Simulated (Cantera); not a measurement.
An isothermal, constant-pressure homogeneous reactor starts with NO : N2 = 1 : 12 (molar parts), at 2073 K and 100.0 Torr. Integrator tolerance rtol = 1e-08.

Model: GRI-Mech 3.0 (53 species, 325 reactions), integrated in Cantera.

Task: What does this change do: NO 1 to 0.15 parts?

Result: 
```tsv
quantity	before	after
x(NO) at 4.00 s	0.0336 (gas-phase equilibrium 0.00426)	0.0103 (gas-phase equilibrium 0.00165)
x(O2) at 4.00 s	0.0214 (gas-phase equilibrium 0.0360)	0.000956 (gas-phase equilibrium 0.00523)
x(NO2) at 4.00 s	6.04e-6 (gas-phase equilibrium 9.87e-7)	4.16e-7 (gas-phase equilibrium 1.46e-7)
x(N2) at 4.00 s	0.944 (gas-phase equilibrium 0.959)	0.989 (gas-phase equilibrium 0.993)
x(N2O) at 4.00 s	5.58e-7 (gas-phase equilibrium 9.61e-8)	6.81e-8 (gas-phase equilibrium 3.79e-8)
```

Task: What does this change do: N2 12 to 76 parts?

Result: 
```
quantity                                           before                                    after
----------------  ---------------------------------------  ---------------------------------------
x(NO) at 4.00 s    0.0336 (gas-phase equilibrium 0.00426)   0.0108 (gas-phase equilibrium 0.00170)
x(O2) at 4.00 s     0.0214 (gas-phase equilibrium 0.0360)  0.00106 (gas-phase equilibrium 0.00553)
x(NO2) at 4.00 s  6.04e-6 (gas-phase equilibrium 9.87e-7)  4.54e-7 (gas-phase equilibrium 1.54e-7)
x(N2) at 4.00 s       0.944 (gas-phase equilibrium 0.959)      0.988 (gas-phase equilibrium 0.993)
x(N2O) at 4.00 s  5.58e-7 (gas-phase equilibrium 9.61e-8)  7.32e-8 (gas-phase equilibrium 3.89e-8)
```
